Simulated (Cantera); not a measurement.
Feed: 1 mol SiH₂Cl₂, 78 mol N₂, held at 9300 Pa.

Method: chemical equilibrium by Gibbs-energy minimisation in Cantera with the NASA 1993 tables (ideal gas, pure condensed phases). Candidate condensed phases: NH₄Cl, Si, Si₃N₄; 28 gas species. N₂ is the only nitrogen source here; it is nearly inert below about 1500 K, so the nitride shown seldom forms there in practice. The tables' values for SiCl, SiCl₃, SiN are old estimates; treat these amounts as uncertain. Kinetics and transport are ignored.

x: gas mole fraction; n: condensed amount in mol.

| T (°C) | x N₂ | x HCl | x H₂ | x SiCl₂ | x SiCl₄ | x Si | n Si₃N₄(s) | n Si(l) |
|---|---|---|---|---|---|---|---|---|
| 475 | 0.977 | 0.0165 | 0.00437 | <1e-12 | 0.00219 | <1e-12 | 0.276 | 0 |
| 625 | 0.977 | 0.0180 | 0.00360 | 1.30e-9 | 0.00180 | <1e-12 | 0.286 | 0 |
| 775 | 0.976 | 0.0190 | 0.00311 | 2.71e-7 | 0.00155 | <1e-12 | 0.292 | 0 |
| 925 | 0.976 | 0.0196 | 0.00281 | … | … | <1e-12 | 0.296 | 0 |
| 1075 | 0.976 | 0.0197 | 0.00273 | 0.000281 | 0.00104 | 1.42e-12 | 0.292 | 0 |
| 1225 | 0.975 | 0.0183 | … | … | … | … | … | 0 |
| 1375 | 0.975 | 0.0142 | 0.00547 | 0.00492 | 4.08e-5 | 1.05e-7 | 0.194 | 0 |
| 1525 | 0.975 | 0.00952 | 0.00773 | 0.00752 | 3.45e-6 | 6.86e-6 | 0.129 | 0 |
| 1675 | 0.974 | 0.00603 | 0.00932 | 0.00926 | 3.22e-7 | 0.000233 | 0.0725 | 0 |
| 1825 | 0.972 | 0.00608 | 0.00894 | 0.00888 | 9.34e-8 | 0.00140 | 0 | 0.101 |

Some entries are withheld; supply them.


- 925, x SiCl₂: 1.43e-5
- 925, x SiCl₄: 0.00136
- 1225, x H₂: 0.00343
- 1225, x SiCl₂: 0.00198
- 1225, x SiCl₄: 0.000365
- 1225, x Si: 6.82e-10
- 1225, n Si₃N₄(s): 0.259
